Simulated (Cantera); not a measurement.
Source: NASA polynomial tables (part measured, part estimated), evaluated in Cantera. Values are per mole of reaction as written; species without (g) are pure solids or liquids, kept so even where they would boil at 1 bar. TiC: taken at fixed stoichiometry.

2 Ti + 2 C2H2(g) = C2H4(g) + 2 TiC

```tsv
T (K)	ΔH° (kJ)	ΔS° (J/K)	ΔG° (kJ)	log10 K
1550	-787.1	-217.5	-450.0	15.17
1600	?	?	?	?
1650	?	?	?	?
1700	?	?	?	?
1750	-787.3	-217.6	-406.5	12.13
1800	?	?	?	?
```

Complete the blanks.


- 1600, ΔH° (kJ): -787.1
- 1600, ΔS° (J/K): -217.5
- 1600, ΔG° (kJ): -439.2
- 1600, log10 K: 14.34
- 1650, ΔH° (kJ): -787.1
- 1650, ΔS° (J/K): -217.5
- 1650, ΔG° (kJ): -428.3
- 1650, log10 K: 13.56
- 1700, ΔH° (kJ): -787.2
- 1700, ΔS° (J/K): -217.5
- 1700, ΔG° (kJ): -417.4
- 1700, log10 K: 12.83
- 1800, ΔH° (kJ): -787.5
- 1800, ΔS° (J/K): -217.7
- 1800, ΔG° (kJ): -395.7
- 1800, log10 K: 11.48
